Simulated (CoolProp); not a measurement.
Computed with CoolProp (reference Helmholtz-energy equation of state, Gao 2020).

### Question
For ammonia, give the phase and the Prandtl number at -52.45 °C and 355 bar; 439.55 °C and 0.634 bar.

### Answer
- -52.45 °C and 355 bar: liquid; Prandtl number 2.21
- 439.55 °C and 0.634 bar: gas; Prandtl number 0.935

Viscosity comes from a separate model (Fenghour 1995). Thermal conductivity comes from a separate model (Tufeu 1984).
